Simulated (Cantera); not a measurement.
What does this Cantera script print?

```python
import numpy as np
import cantera as ct

gas_names = """
    B BH BH2 BH3 BN B2 H H2 N NH NH2 NH3 N2 N2H2 N2H4
""".split()
cond_names = """
    B(b) B(L) BN(s)
""".split()


# ... load() reads the species with a 1 bar reference pressure and builds the phases ...
atoms = {
    'borazine': {'B': 3, 'N': 3, 'H': 6},
    'NH3': {'N': 1, 'H': 3},
}
top_T = {'BN(s)': 3200}  # K; cautious upper limits of use, not melting points


# ... equilibrate(T, P, feed) seeds the gas with the atoms and calls Mixture.equilibrate('TP', solver="vcs", rtol=1e-11, max_steps=5000) ...
results = []
feed = {'borazine': 1, 'NH3': 0.35}  # mol
P = 20000  # Pa
for T in [1623, 1723, 1823, 1923, 2023, 2123, 2223, 2323]:
    mix = equilibrate(T, P, feed)
    results.append((T, P, feed, dict(zip(mix.species_names, mix.species_moles))))

top = {s: max(r[3][s] / sum(r[3][g] for g in gas_names) for r in results) for s in gas_names}
cols = sorted((s for s in top if top[s] > 0.001), key=lambda s: -top[s])[:9]
seen = [c for c in cond_names if any(r[3].get(c, 0) > 1e-12 for r in results)]
print("log10 of partial pressures in bar; condensed amounts in mol")
print(f"{'T/K':>10s}" + "".join(f"{s[:9]:>10s}" for s in cols + seen))
for T, P, feed, n in results:
    ng = sum(n[g] for g in gas_names)
    print(f"{T:10.4g}" + "".join(f"{np.log10(max(n[s] / ng * P / 1e5, 1e-99)):10.3f}" for s in cols)
          + "".join(f"{n.get(c, 0):10.4g}" for c in seen))
```

Result:

```
log10 of partial pressures in bar; condensed amounts in mol
       T/K        H2        N2         H       BH2     BN(s)
      1623    -0.720    -2.024    -4.520    -7.676         3
      1723    -0.720    -2.024    -4.099    -6.851         3
      1823    -0.720    -2.024    -3.723    -6.118         3
      1923    -0.721    -2.025    -3.386    -5.463         3
      2023    -0.722    -2.025    -3.082    -4.873         3
      2123    -0.724    -2.025    -2.807    -4.342     2.999
      2223    -0.727    -2.024    -2.557    -3.861     2.997
      2323    -0.732    -2.021    -2.329    -3.425     2.993
```

Cantera equilibrium calculation (NASA polynomials, part measured and part estimated; ideal gas, pure solids and liquids). The feed counts by its element totals alone. The tables' values for BH2 are old estimates; treat these amounts as uncertain. Gases not in the tables: B2H6 and higher boranes.
